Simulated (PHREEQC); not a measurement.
A solution holds 0.0016 mol/kgw MgSO4, 8.2e-05 mol/kgw NaF, 0.052 mol/kgw Cs2CO3 and 0.043 mol/kgw HCl, at 20 °C. Closed to the air; pH follows from the charge balance.

The numbers come from PHREEQC with the ion-association model, wateq4f.dat.

No solid was allowed to form.

**Question.** What pH does the model give?

**Answer.** pH 9.34.

**Question.** In which forms is F present?

**Answer.** F- 98 %, MgF+ 1.6 % of the F.

The solution is supersaturated, for example in Magnesite (slow to form), so a real one may precipitate; this is no full list.
